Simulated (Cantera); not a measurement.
What does this Cantera script print?

```python
import numpy as np
import cantera as ct

gas = ct.Solution("gri30.yaml")
gas.TPX = 473, 230000, {'CH4': 1, 'C2H6': 0.19, 'C3H8': 0.084, 'O2': 3.47, 'N2': 10.4}
flame = ct.FreeFlame(gas, width=0.022)
flame.set_refine_criteria(ratio=3, slope=0.08, curve=0.16)
flame.transport_model = "mixture-averaged"
flame.solve(loglevel=0, auto=True)
flame.transport_model = "multicomponent"
flame.soret_enabled = False
flame.solve(loglevel=0, refine_grid=True)
z, T = flame.grid, flame.T
thick = (T[-1] - T[0]) / np.gradient(T, z).max()
show = ['CH4', 'C2H6', 'C3H8', 'NO', 'HO2', 'C2H2']
print(f"laminar burning velocity  {flame.velocity[0] * 100:.3f} cm/s")
print(f"burnt temperature         {T[-1]:.1f} K")
print(f"thermal thickness         {thick * 1e3:.4f} mm")
print(f"grid points               {len(z)}")
z0 = z[flame.heat_release_rate.argmax()]
print(f"{'z/mm':>9s}{'T/K':>9s}{'u/(m/s)':>9s}" + "".join(f"{s:>11s}" for s in show))
rows = []
for k in (-3, -2, -1.5, -1, -0.5, -0.25, 0, 0.25, 0.5, 1, 2, 4, 8):
    zz = z0 + k * thick
    rows.append([k * thick, np.interp(zz, z, T), np.interp(zz, z, flame.velocity),
                 *(np.interp(zz, z, flame.X[gas.species_index(s)]) for s in show)])
    print(f"{rows[-1][0] * 1e3:9.3f}{rows[-1][1]:9.1f}{rows[-1][2]:9.3f}" + "".join(f"{x:11.3e}" for x in rows[-1][3:]))
```

Result:

```
laminar burning velocity  92.280 cm/s
burnt temperature         2434.2 K
thermal thickness         0.1460 mm
grid points               153
     z/mm      T/K  u/(m/s)        CH4       C2H6       C3H8         NO        HO2       C2H2
   -0.438    473.1    0.923  6.599e-02  1.254e-02  5.544e-03  9.078e-11  6.632e-08  3.153e-09
   -0.292    474.7    0.928  6.584e-02  1.252e-02  5.537e-03  1.665e-09  1.187e-06  7.731e-08
   -0.219    481.5    0.943  6.546e-02  1.249e-02  5.527e-03  9.364e-09  6.431e-06  5.193e-07
   -0.146    534.5    1.052  6.322e-02  1.227e-02  5.470e-03  9.210e-08  5.307e-05  5.856e-06
   -0.073    938.2    1.881  4.744e-02  9.273e-03  4.174e-03  1.706e-06  3.108e-04  8.691e-05
   -0.036   1388.8    2.828  2.793e-02  4.158e-03  1.498e-03  4.736e-06  3.671e-04  2.495e-04
    0.000   1817.2    3.741  7.368e-03  2.641e-04  3.841e-05  9.910e-06  2.008e-04  3.757e-04
    0.036   2004.3    4.124  5.824e-04  8.049e-07  1.916e-08  1.679e-05  3.946e-05  5.534e-05
    0.073   2070.4    4.239  2.291e-05  6.452e-10  1.655e-12  2.242e-05  1.890e-05  1.543e-06
    0.146   2150.8    4.372  6.089e-08  1.013e-14  1.225e-17  3.093e-05  1.323e-05  1.701e-09
    0.292   2246.2    4.536  6.217e-12 -5.433e-18 -4.512e-18  4.631e-05  8.823e-06  8.281e-14
    0.584   2337.3    4.693  1.223e-16 -1.173e-18 -1.092e-18  7.551e-05  5.958e-06 -3.705e-17
    1.168   2401.2    4.801  3.243e-17 -5.712e-19 -5.821e-19  1.280e-04  4.805e-06 -3.289e-17
```

Cantera simulation using GRI-Mech 3.0 (53 species, 325 reactions); the numbers are that mechanism's predictions, not measurements. Burning velocities carry a grid error of a few per cent, more on coarse grids.
